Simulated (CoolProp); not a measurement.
Vapour-liquid equilibrium of cyclohexane (1) + ethylbenzene (2) at 0.0528 bar; x and y are mole fractions of (1).

Values from CoolProp's multi-fluid Helmholtz-energy mixture model, Zhou 2014 and Zhou 2012; pair parameters Bell 2016.

**Question.** Give the bubble temperature and the first vapour's composition at x = 0.05, 0.5, 0.65. Is there an azeotrope?

**Answer.** x = 0.05: 44.5 °C, y = 0.352; x = 0.5: 16.1 °C, y = 0.923; x = 0.65: 12.6 °C, y = 0.953. No azeotrope shows between x = 0.05 and 0.95.

Pair parameters are fitted to limited data, so mixtures are less certain than the pure fluids.
